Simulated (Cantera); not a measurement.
A Cantera script and its output.

```python
import numpy as np
import cantera as ct

gas = ct.Solution("gri30.yaml")
gas.TPX = 1225, 190, {'H2': 0.029, 'O2': 1}
reactor = ct.IdealGasConstPressureReactor(gas, energy="off", clone=False)
net = ct.ReactorNet([reactor])
net.rtol, net.atol = 1e-08, 1e-18
show = ['H2', 'O2', 'HO2', 'H2O2', 'H', 'OH', 'O']
times = np.geomspace(1e-06, 4, 13)

steps = ct.SolutionArray(gas, extra=["t"])
rows = []
print(f"{'t/s':>10s}{'T/K':>9s}{'P/Pa':>11s}" + "".join(f"{s:>11s}" for s in show))
for t in times:
    while net.time < t:
        t_next = net.step()
        steps.append(gas.state, t=t_next)
    rows.append([np.interp(t, steps.t, y) for y in (steps.T, steps.P, *steps(*show).X.T)])
    print(f"{t:10.3e}{rows[-1][0]:9.1f}{rows[-1][1]:11.4g}" + "".join(f"{x:11.3e}" for x in rows[-1][2:]))
rate = np.gradient(steps.T, steps.t)
print("integrator steps:", len(steps.t))
if steps.T.max() > steps.T[0] + 200:
    print(f"time of steepest temperature rise: {steps.t[rate.argmax()]:.4e} s")
gas.TPX = 1225, 190, {'H2': 0.029, 'O2': 1}
gas.equilibrate("TP")
print(f"equilibrium (TP): T = {gas.T:.1f} K  " + "  ".join(f"{s} {gas[s].X[0]:.3e}" for s in show))
```

Output:

```
       t/s      T/K       P/Pa         H2         O2        HO2       H2O2          H         OH          O
 1.000e-06   1225.0        190  2.818e-02  9.718e-01  5.697e-12  1.308e-18  5.685e-12  1.204e-14  1.204e-14
 3.550e-06   1225.0        190  2.818e-02  9.718e-01  2.022e-11  1.451e-17  2.009e-11  1.330e-13  1.331e-13
 1.260e-05   1225.0        190  2.818e-02  9.718e-01  7.178e-11  1.822e-16  7.013e-11  1.649e-12  1.653e-12
 4.472e-05   1225.0        190  2.818e-02  9.718e-01  2.548e-10  2.310e-15  2.351e-10  1.990e-11  2.008e-11
 1.587e-04   1225.0        190  2.818e-02  9.718e-01  9.044e-10  2.906e-14  6.992e-10  2.135e-10  2.205e-10
 5.635e-04   1225.0        190  2.818e-02  9.718e-01  3.210e-09  3.636e-13  1.727e-09  1.762e-09  1.968e-09
 2.000e-03   1225.0        190  2.818e-02  9.718e-01  1.139e-08  4.549e-12  6.422e-09  1.347e-08  1.776e-08
 7.099e-03   1225.0        190  2.818e-02  9.718e-01  4.069e-08  5.603e-11  2.493e-07  6.210e-07  8.907e-07
 2.520e-02   1225.0        190  4.789e-03  9.526e-01  3.822e-07  2.452e-08  4.159e-03  4.351e-03  1.493e-02
 8.944e-02   1225.0        190  2.957e-04  9.474e-01  2.903e-07  7.039e-09  2.855e-03  2.240e-03  2.187e-02
 3.175e-01   1225.0        190  2.790e-04  9.489e-01  2.849e-07  7.057e-09  2.597e-03  2.177e-03  2.050e-02
 1.127e+00   1225.0        190  2.283e-04  9.533e-01  2.660e-07  7.065e-09  1.884e-03  1.974e-03  1.648e-02
 4.000e+00   1225.0        190  1.224e-04  9.619e-01  2.088e-07  6.710e-09  7.135e-04  1.452e-03  8.562e-03
integrator steps: 699
equilibrium (TP): T = 1225.0 K  H2 1.416e-08  O2 9.714e-01  HO2 6.199e-09  H2O2 3.663e-11  H 8.565e-10  OH 1.573e-05  O 9.577e-07
```

Cantera simulation using GRI-Mech 3.0 (53 species, 325 reactions); the numbers are that mechanism's predictions, not measurements. Radical loss at walls, strong at low pressure, is not modelled.
